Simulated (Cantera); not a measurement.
A perfectly stirred reactor is fed with C₂H₆ : N₂ = 1 : 13 (molar parts), at 1330 Pa; it is held at 1800 K, and followed from long to short residence time.

Computed with Cantera and GRI-Mech 3.0 (53 species, 325 reactions). GRI-Mech 3.0 stops at C3 and has no aromatics, soot or wall deposition, so with more carbon than oxygen in the feed, carbon stays in small species such as C2H2 where larger ones or solid carbon would form. Radical loss at walls, strong at low pressure, is not modelled.

x: mole fraction; the columns are a selection and need not sum to one.

```csv
τ (s),x C₂H₆,x C₂H₄,x CH₂,x CH₃,x H₂
1.7,9.17e-6,5.80e-5,4.97e-6,0.000530,0.120
0.47,3.24e-5,0.000190,9.14e-6,0.00101,0.117
0.13,0.000113,0.000609,1.64e-5,0.00192,0.111
0.036,?,?,?,?,?
0.0098,0.00133,0.00509,4.66e-5,0.00686,0.0867
0.0027,0.00446,0.0118,7.13e-5,0.0125,0.0666
0.00074,0.0144,0.0192,9.38e-5,0.0206,0.0411
0.00020,?,?,?,?,?
```

**Question.** What belongs in the gaps?

**Answer.** 
- 0.036, x C₂H₆: 0.000387
- 0.036, x C₂H₄: 0.00183
- 0.036, x CH₂: 2.82e-5
- 0.036, x CH₃: 0.00363
- 0.036, x H₂: 0.101
- 0.00020, x C₂H₆: 0.0382
- 0.00020, x C₂H₄: 0.0128
- 0.00020, x CH₂: 7.90e-5
- 0.00020, x CH₃: 0.0230
- 0.00020, x H₂: 0.0151
